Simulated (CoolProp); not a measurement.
The fluid at 298.15 K and 1.67 MPa is throttled through a valve to 0.625 MPa with no heat exchange. The same conditions are run with several fluids, on thermodynamics alone (safety and materials aside).

Computed with CoolProp (reference Helmholtz-energy equation of state of each fluid (R11: Jacobsen 1992; sulfur dioxide: Gao 2016; propane: Lemmon 2009; R21: Platzer 1990; chlorine: Thol 2021)). The equations of Platzer and Polt are older, rougher fits.

**Question.** Rank R11, sulfur dioxide, propane, R21, chlorine by temperature change (K), highest first.

**Answer.** R11 (+0.4), R21 (+0.3), sulfur dioxide (+0.2), chlorine (-7.7), propane (-15.6)

```tsv
fluid	final phase	final density (kg/m³)
R11	liquid	1480
sulfur dioxide	liquid	1370
propane	two-phase, vapour fraction 0.115	98.2
R21	liquid	1370
chlorine	two-phase, vapour fraction 0.031	450
```
